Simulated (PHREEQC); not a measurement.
1 kg of water holding 0.099 mol/kgw NaOH and 0.01 mol/kgw NaCl is evaporated at 30 °C; the solids stay in contact with the brine. CO2 from the air is kept out. The run lets Halite precipitate or redissolve, and no other solid.

Model: Pitzer model, pitzer.dat, run in PHREEQC.

```csv
water left (kg),ionic strength,water activity,Halite (mol)
1,0.109,0.996,0
0.8219,0.133,0.996,0
0.5552,0.196,0.993,0
0.4563,0.239,0.992,0
0.375,0.291,0.990,0
0.2533,0.430,0.986,0
0.2082,0.523,0.983,0
0.1407,0.775,0.974,0
0.1156,0.943,0.969,0
0.09502,1.15,0.961,0
0.06418,1.70,0.942,0
0.05275,2.07,0.928,0
0.04335,2.51,0.910,0
0.0293,3.72,0.858,0
0.02407,4.53,0.820,0
0.01627,6.70,0.705,0
0.01337,8.15,0.621,0
0.01099,9.91,0.516,0
0.007426,14.1,0.272,0.00403
0.006093,16.6,0.156,0.00776
```

Halite from water left = 0.007426 kg (pH 16.80).
